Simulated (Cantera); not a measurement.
What does this Cantera script print?

```python
import numpy as np
import cantera as ct

gas = ct.Solution("h2o2.yaml")
gas.TPX = 1325, 100000, {'H2': 1.7, 'O2': 1, 'N2': 1.2}
reactor = ct.IdealGasConstPressureReactor(gas, energy="off", clone=False)
net = ct.ReactorNet([reactor])
net.rtol, net.atol = 1e-08, 1e-18
show = ['H2', 'O2', 'H2O2', 'HO2', 'H2O', 'OH']
times = np.geomspace(7e-05, 200, 14)

steps = ct.SolutionArray(gas, extra=["t"])
rows = []
print(f"{'t/s':>10s}{'T/K':>9s}{'P/Pa':>11s}" + "".join(f"{s:>11s}" for s in show))
for t in times:
    while net.time < t:
        t_next = net.step()
        steps.append(gas.state, t=t_next)
    rows.append([np.interp(t, steps.t, y) for y in (steps.T, steps.P, *steps(*show).X.T)])
    print(f"{t:10.3e}{rows[-1][0]:9.1f}{rows[-1][1]:11.4g}" + "".join(f"{x:11.3e}" for x in rows[-1][2:]))
rate = np.gradient(steps.T, steps.t)
print("integrator steps:", len(steps.t))
if steps.T.max() > steps.T[0] + 200:
    print(f"time of steepest temperature rise: {steps.t[rate.argmax()]:.4e} s")
gas.TPX = 1325, 100000, {'H2': 1.7, 'O2': 1, 'N2': 1.2}
gas.equilibrate("TP")
print(f"equilibrium (TP): T = {gas.T:.1f} K  " + "  ".join(f"{s} {gas[s].X[0]:.3e}" for s in show))
```

Output:

```
       t/s      T/K       P/Pa         H2         O2       H2O2        HO2        H2O         OH
 7.000e-05   1325.0      1e+05  7.033e-03  5.174e-02  9.768e-06  8.522e-05  5.456e-01  2.274e-03
 2.196e-04   1325.0      1e+05  1.012e-03  4.945e-02  2.430e-06  2.797e-05  5.556e-01  6.280e-04
 6.892e-04   1325.0      1e+05  1.260e-04  4.917e-02  5.811e-07  4.703e-06  5.571e-01  2.424e-04
 2.162e-03   1325.0      1e+05  1.164e-05  4.916e-02  1.510e-07  5.874e-07  5.573e-01  1.112e-04
 6.785e-03   1325.0      1e+05  1.737e-06  4.917e-02  4.437e-08  1.204e-07  5.573e-01  5.683e-05
 2.129e-02   1325.0      1e+05  5.646e-07  4.917e-02  1.586e-08  4.958e-08  5.574e-01  3.280e-05
 6.680e-02   1325.0      1e+05  3.542e-07  4.917e-02  8.805e-09  3.825e-08  5.574e-01  2.392e-05
 2.096e-01   1325.0      1e+05  3.395e-07  4.917e-02  8.181e-09  3.756e-08  5.574e-01  2.298e-05
 6.576e-01   1325.0      1e+05  3.394e-07  4.917e-02  8.180e-09  3.756e-08  5.574e-01  2.298e-05
 2.063e+00   1325.0      1e+05  3.394e-07  4.917e-02  8.180e-09  3.756e-08  5.574e-01  2.298e-05
 6.474e+00   1325.0      1e+05  3.394e-07  4.917e-02  8.180e-09  3.756e-08  5.574e-01  2.298e-05
 2.031e+01   1325.0      1e+05  3.394e-07  4.917e-02  8.180e-09  3.756e-08  5.574e-01  2.298e-05
 6.374e+01   1325.0      1e+05  3.394e-07  4.917e-02  8.180e-09  3.756e-08  5.574e-01  2.298e-05
 2.000e+02   1325.0      1e+05  3.394e-07  4.917e-02  8.180e-09  3.756e-08  5.574e-01  2.298e-05
integrator steps: 1679
equilibrium (TP): T = 1325.0 K  H2 3.394e-07  O2 4.917e-02  H2O2 8.180e-09  HO2 3.756e-08  H2O 5.574e-01  OH 2.298e-05
```

Computed with Cantera and the H2/O2 subset of GRI-Mech 3.0, which has no nitrogen chemistry. The temperature is held fixed by assumption; the heat of reaction is taken as removed at once.
